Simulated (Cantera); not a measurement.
Cantera run:

```python
import numpy as np
import cantera as ct

gas_names = """
    C CN CO CO2 C2 CCN CNC C2N2 C2O C3 C3O2 C4 C4N2 C5 Fe FeC5O5 FeO N NCO NO NO2 NO3 N2 N2O O O2 O3
""".split()
cond_names = """
    C(gr) Fe(a) Fe(c) Fe(d) Fe(L) FeC5O5(L) FeO(s) FeO(L) Fe2O3(s) Fe3O4(s)
""".split()


# ... load() reads the species with a 1 bar reference pressure and builds the phases ...
atoms = {
    'Fe2O3': {'Fe': 2, 'O': 3},
    'CO': {'C': 1, 'O': 1},
    'N2': {'N': 2},
}
top_T = {'C(gr)': 4500, 'Fe2O3(s)': 1830, 'Fe3O4(s)': 1870}  # K; cautious upper limits of use, not melting points


# ... equilibrate(T, P, feed) seeds the gas with the atoms and calls Mixture.equilibrate('TP', solver="vcs", rtol=1e-11, max_steps=5000) ...
results = []
feed = {'Fe2O3': 1, 'CO': 2.7, 'N2': 7}  # mol
P = 3200  # Pa
for T in [1350, 1425, 1500, 1575, 1650, 1725, 1800]:
    mix = equilibrate(T, P, feed)
    results.append((T, P, feed, dict(zip(mix.species_names, mix.species_moles))))

top = {s: max(r[3][s] / sum(r[3][g] for g in gas_names) for r in results) for s in gas_names}
cols = sorted((s for s in top if top[s] > 1e-05), key=lambda s: -top[s])[:8]
seen = [c for c in cond_names if any(r[3].get(c, 0) > 1e-12 for r in results)]
print("log10 of partial pressures in bar; condensed amounts in mol")
print(f"{'T/K':>10s}" + "".join(f"{s[:9]:>10s}" for s in cols + seen))
for T, P, feed, n in results:
    ng = sum(n[g] for g in gas_names)
    print(f"{T:10.4g}" + "".join(f"{np.log10(max(n[s] / ng * P / 1e5, 1e-99)):10.3f}" for s in cols)
          + "".join(f"{n.get(c, 0):10.4g}" for c in seen))
```

It prints:

```
log10 of partial pressures in bar; condensed amounts in mol
       T/K        N2        CO       CO2        Fe    FeO(s)    FeO(L)
      1350    -1.637    -2.251    -2.482    -8.883         2         0
      1425    -1.637    -2.251    -2.482    -8.093         2         0
      1500    -1.637    -2.251    -2.482    -7.385         2         0
      1575    -1.637    -2.251    -2.482    -6.746         2         0
      1650    -1.637    -2.251    -2.482    -6.167         0         2
      1725    -1.637    -2.251    -2.481    -5.674         0     1.999
      1800    -1.637    -2.252    -2.481    -5.225         0     1.998
```

These are equilibrium values from Cantera (NASA tables, ideal gas, pure condensed phases), not measurements of a reactor. The tables' stoichiometric FeO is somewhat more stable than real wüstite, so its field is too wide. FeO: taken at fixed stoichiometry.
